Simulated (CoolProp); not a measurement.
n-hexane along the isotherm 326.85 °C: density (kg/m³) from the reference equation and from simpler models built on Tc = 234.7 °C, pc = 30.44 bar, ω = 0.300; each cubic takes its own stable root.

Model: reference Helmholtz-energy equation of state, Thol 2019, in CoolProp.

```json
[
 {"p (bar)": "0.963", "phase": "gas", "reference": "1.674"},
 {"p (bar)": "1.62", "phase": "gas", "reference": "2.828"},
 {"p (bar)": "2.74", "phase": "gas", "reference": "4.818"},
 {"p (bar)": "4.63", "phase": "gas", "reference": "8.244"},
 {"p (bar)": "7.81", "phase": "gas", "reference": "14.21"},
 {"p (bar)": "13.2", "phase": "gas", "reference": "24.97"},
 {"p (bar)": "22.2", "phase": "gas", "reference": "45.06"},
 {"p (bar)": "37.5", "phase": "supercritical", "reference": "87.45"},
 {"p (bar)": "63.3", "phase": "supercritical", "reference": "189.3"},
 {"p (bar)": "107", "phase": "supercritical", "reference": "320.7"},
 {"p (bar)": "180", "phase": "supercritical", "reference": "400.2"},
 {"p (bar)": "304", "phase": "supercritical", "reference": "459.8"}
]
```

Task: How far does each simpler model (ideal gas, van der Waals, Redlich-Kwong, Soave-Redlich-Kwong, Peng-Robinson) lie from the reference over these 12 states: mean and median of the absolute difference, and the worst?

Result: 
- ideal gas: mean 15.2 %, median 11.4 %, worst -42.4 % at 326.85 °C and 107 bar
- van der Waals: mean 6.3 %, median 1.0 %, worst -22.6 % at 326.85 °C and 304 bar
- Redlich-Kwong: mean 1.9 %, median 1.2 %, worst +5.1 % at 326.85 °C and 63.3 bar
- Soave-Redlich-Kwong: mean 3.3 %, median 0.8 %, worst -11.9 % at 326.85 °C and 107 bar
- Peng-Robinson: mean 1.4 %, median 0.7 %, worst -4.7 % at 326.85 °C and 107 bar
